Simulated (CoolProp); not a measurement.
Fluorine along the isotherm -119.95 °C: Z from the reference equation and from simpler models built on Tc = -128.7 °C, pc = 5.240 MPa, ω = 0.045; each cubic takes its own stable root.

Computed with CoolProp (reference Helmholtz-energy equation of state, de Reuck 1990).

```tsv
p (MPa)	phase	reference	van der Waals	Soave-Redlich-Kwong	Peng-Robinson
0.655	gas	0.9651	0.9670	?	?
1.31	gas	0.9277	0.9321	0.9254	0.9166
1.96	gas	0.8883	0.8951	0.8857	?
2.62	gas	0.8455	?	0.8430	?
3.27	gas	0.8003	0.8113	0.7982	0.7776
3.93	gas	0.7506	0.7623	0.7489	0.7250
4.58	gas	0.6966	?	0.6956	0.6688
5.24	supercritical	0.6345	0.6398	0.6348	0.6057
5.89	supercritical	0.5623	0.5528	0.5654	0.5351
6.55	supercritical	0.4725	0.4339	?	0.4539
7.2	supercritical	0.3807	?	0.4102	0.3830
7.86	supercritical	0.3380	0.3875	0.3785	0.3503
```

Task: Fill in the missing entries.

Result: 
- 0.655, Soave-Redlich-Kwong: 0.9635
- 0.655, Peng-Robinson: 0.9591
- 1.96, Peng-Robinson: 0.8728
- 2.62, van der Waals: 0.8547
- 2.62, Peng-Robinson: 0.8261
- 4.58, van der Waals: 0.7071
- 6.55, Soave-Redlich-Kwong: 0.4830
- 7.2, van der Waals: 0.3887
